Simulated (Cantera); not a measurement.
Mixture: CH₄ : O₂ : N₂ = 1 : 1.05 : 3.79 (molar parts), at 7500 Torr, adiabatic and at constant volume. Ignition delay is the time to a rise of 400 K.

Model: GRI-Mech 3.0 (53 species, 325 reactions), integrated in Cantera.

Question: What does this change do: pressure from 7500 Torr to 22500 Torr?

Answer: 
| quantity | before | after |
|---|---|---|
| delay at 1275 K | 2.45 ms | 0.719 ms |
| delay at 1375 K | 0.801 ms | 0.255 ms |
| delay at 1475 K | 0.284 ms | 98.6 µs |
| delay at 1575 K | 0.108 ms | 40.6 µs |
| delay at 1675 K | 44.2 µs | 17.6 µs |
| apparent activation energy between 1625 and 1725 K | 200 kJ/mol | 190 kJ/mol |
The pressure lies above the range GRI-Mech 3.0 was tuned for (to about 10 atm).

Question: What does this change do: constant pressure in place of constant volume?

Answer: 
```json
[
 {"quantity": "delay at 1275 K", "before": "2.45 ms", "after": "2.64 ms"},
 {"quantity": "delay at 1375 K", "before": "0.801 ms", "after": "0.872 ms"},
 {"quantity": "delay at 1475 K", "before": "0.284 ms", "after": "0.312 ms"},
 {"quantity": "delay at 1575 K", "before": "0.108 ms", "after": "0.119 ms"},
 {"quantity": "delay at 1675 K", "before": "44.2 µs", "after": "48.8 µs"},
 {"quantity": "apparent activation energy between 1625 and 1725 K", "before": "200 kJ/mol", "after": "200 kJ/mol"}
]
```
